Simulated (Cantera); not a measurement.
A closed system holds: 1 mol n-butane, 0.25 mol H2O, 1 mol H2, held at 11.0 bar.

Equilibrium computed with Cantera from the NASA thermochemical tables; the gas is ideal and each condensed phase is pure. Candidate condensed phases: C, C6H6, C7H8, C8H18, H2O; 110 gas species. Kinetics and transport are ignored.

Problem. At 1873 K, list the 4 most abundant gas species with their mole fractions, and the condensed phases.

Solution. H2 0.955, CO 0.0386, CH4 0.00611, C2H2 (acetylene) 0.000298. Condensed: C(graphite).
